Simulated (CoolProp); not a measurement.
The fluid at 298.15 K and 0.22 MPa is throttled through a valve to 0.126 MPa with no heat exchange. The same conditions are run with several fluids, on thermodynamics alone (safety and materials aside).

Computed with CoolProp (reference Helmholtz-energy equation of state of each fluid (the fluoroketone C6F12O (FK-5-1-12): McLinden 2015; benzene: Thol 2012; tetrahydrofuran: Fiedler 2023; decamethyltetrasiloxane (MD2M): Thol 2017; R11: Jacobsen 1992)).

```json
[
 {"fluid": "the fluoroketone C6F12O (FK-5-1-12)", "final density (kg/m³)": "1600"},
 {"fluid": "benzene", "final density (kg/m³)": "873"},
 {"fluid": "tetrahydrofuran", "final density (kg/m³)": "882"},
 {"fluid": "decamethyltetrasiloxane (MD2M)", "final density (kg/m³)": "849"},
 {"fluid": "R11", "final density (kg/m³)": "1480"}
]
```
